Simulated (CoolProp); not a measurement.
Properties of chlorine along the isotherm 152.35 °C (Tc = 143.7 °C, pc = 7.642 MPa, ω = 0.070).

The numbers come from the reference Helmholtz-energy equation of state, Thol 2021 in CoolProp.

```csv
p (MPa),phase,density (kg/m³),cp (kJ/(kg K)),speed of sound (m/s),expansivity (1/kK),fugacity coefficient
0.255,gas,5.163,0.5095,253.7,2.427,0.9901
0.509,gas,10.41,0.5185,252.2,2.508,0.9802
0.764,gas,15.79,0.5279,250.7,2.595,0.9703
1.02,gas,21.32,0.5379,249.2,2.687,0.9605
1.27,gas,26.83,0.5483,247.6,2.782,0.9508
1.53,gas,32.70,0.5598,246.0,2.889,0.9408
1.78,gas,38.49,0.5716,244.4,2.998,0.9313
2.04,gas,44.66,0.5846,242.7,3.121,0.9213
2.29,gas,50.76,0.5981,241.1,3.247,0.9118
2.55,gas,57.27,0.6131,239.4,3.389,0.9019
2.8,gas,63.72,0.6287,237.7,3.537,0.8924
3.06,gas,70.64,0.6462,235.8,3.705,0.8825
3.31,gas,77.50,0.6644,234.1,3.881,0.8730
3.57,gas,84.88,0.6851,232.2,4.081,0.8631
3.82,gas,92.23,0.7070,230.3,4.293,0.8536
```
